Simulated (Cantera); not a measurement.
Input: 1 mol SiH₄, 0.033 mol CH₄, 20 mol H₂, equilibrated at 0.500 bar.

Method: chemical equilibrium by Gibbs-energy minimisation in Cantera with the NASA 1993 tables (ideal gas, pure condensed phases). Candidate condensed phases: C, C₆H₆, C₇H₈, C₈H₁₈, Si, SiC; 87 gas species. Mutual solubility and eutectic melting of coexisting phases are not modelled. Gases not in the tables: Si₂H₆ and higher silanes. The numbers say what is thermodynamically allowed, not how fast it happens.

Question: At 1675 °C, list the 4 most abundant gas species with their mole fractions, and the condensed phases.

Answer: H₂ 0.998, H 0.00160, SiH₂ 7.82e-5, Si 4.65e-5. Condensed: Si(l) + SiC(s).
